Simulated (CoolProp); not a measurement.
Vapour pressure (bar) of oxygen: the reference equation beside estimates from Tc = 154.6 K, pc = 50.46 bar, ω = 0.022.

Model: reference Helmholtz-energy equation of state, Schmidt 1985, in CoolProp.

```csv
T (K),reference,Lee-Kesler,van der Waals,Peng-Robinson
89.3,0.9225,0.9118,3.508,0.9351
92.9,1.334,1.322,[?],1.348
96.4,1.855,1.844,5.455,[?]
100,2.540,2.530,6.676,2.557
103.6,3.399,[?],[?],3.418
107.2,4.457,4.454,9.637,4.478
110.7,5.701,5.703,11.34,[?]
114.3,7.228,7.234,13.29,[?]
117.9,9.032,9.040,[?],9.070
121.5,11.14,11.15,17.81,11.19
125,13.51,13.51,20.32,13.57
128.6,16.30,16.30,23.12,16.39
```

### Question
Complete the blanks.

### Answer

- 92.9, van der Waals: 4.422
- 96.4, Peng-Robinson: 1.871
- 103.6, Lee-Kesler: 3.392
- 103.6, van der Waals: 8.067
- 110.7, Peng-Robinson: 5.726
- 114.3, Peng-Robinson: 7.258
- 117.9, van der Waals: 15.45

Absolute difference from the reference over all 12 rows, mean and median: Lee-Kesler 0.3 and 0.1 %, van der Waals 127.3 and 107.6 %, Peng-Robinson 0.6 and 0.5 %.
